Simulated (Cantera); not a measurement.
A closed system holds: 1 mol Fe₂O₃, 2.7 mol C, 4.6 mol H₂, equilibrated at 82.5 Torr.

Cantera equilibrium calculation (NASA polynomials, part measured and part estimated; ideal gas, pure solids and liquids). Candidate condensed phases: C, C₆H₆, C₇H₈, C₈H₁₈, Fe, Fe(CO)₅, FeO, Fe(OH)₂, Fe(OH)₃, Fe₂O₃, Fe₃O₄, H₂O; 114 gas species. The numbers say what is thermodynamically allowed, not how fast it happens.

### Question
What share of the Fe ends up in condensed phases as a function of T (K), at 2023, 2073, 2123, 2173, 2223, 2273, 2323, 2373?

### Answer
```tsv
T (K)	Fe condensed (%)	as
2023	98.4	Fe(l)
2073	97.3	Fe(l)
2123	95.5	Fe(l)
2173	92.6	Fe(l)
2223	88.2	Fe(l)
2273	81.3	Fe(l)
2323	70.8	Fe(l)
2373	54.5	Fe(l)
```
